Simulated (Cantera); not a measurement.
Charge: 1 mol AlCl3, 50 mol N2, held at 1.00 bar.

Cantera equilibrium calculation (NASA polynomials, part measured and part estimated; ideal gas, pure solids and liquids). Candidate condensed phases: Al, AlCl3, AlN; 11 gas species. The tables' values for AlCl2 are old estimates; treat these amounts as uncertain. The numbers say what is thermodynamically allowed, not how fast it happens.

x: gas mole fraction; nothing condenses.

| T (K) | x N2 | x AlCl3 | x Cl | x AlCl2 |
|---|---|---|---|---|
| 1598 | 0.980 | 0.0195 | ? | 6.84e-5 |
| 1648 | 0.980 | 0.0195 | ? | 0.000110 |
| 1698 | 0.980 | 0.0194 | ? | 0.000171 |
| 1748 | 0.980 | 0.0193 | ? | 0.000259 |
| 1798 | 0.980 | 0.0192 | ? | 0.000382 |
| 1848 | 0.980 | 0.0190 | ? | 0.000549 |
| 1898 | 0.979 | 0.0187 | ? | 0.000770 |
| 1948 | 0.979 | 0.0184 | ? | 0.00105 |
| 1998 | 0.979 | 0.0179 | ? | 0.00141 |
| 2048 | 0.978 | 0.0174 | ? | 0.00184 |
| 2098 | 0.977 | 0.0166 | ? | 0.00236 |
| 2148 | 0.976 | 0.0158 | ? | 0.00294 |

Question: Complete the blanks.

Answer: 
- 1598, x Cl: 7.02e-5
- 1648, x Cl: 0.000114
- 1698, x Cl: 0.000182
- 1748, x Cl: 0.000281
- 1798, x Cl: 0.000426
- 1848, x Cl: 0.000631
- 1898, x Cl: 0.000916
- 1948, x Cl: 0.00131
- 1998, x Cl: 0.00183
- 2048, x Cl: 0.00252
- 2098, x Cl: 0.00341
- 2148, x Cl: 0.00453
